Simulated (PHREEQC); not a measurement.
A solution holds 0.91 mol/kgw HCl and 0.12 mol/kgw Na2SO4, at 25 °C. Closed to the air; pH follows from the charge balance.

The numbers come from PHREEQC with the Pitzer model, pitzer.dat.

This is a speciation only: nothing precipitates in the calculation.

Question: Estimate the pH.

Answer: pH 0.06.

Question: In which forms is S present?

Answer: HSO4- 77 %, SO4-2 23 % of the S.

Complexes and solids missing from the database can't appear. In brines, pH and single-ion activities rest on the MacInnes convention.
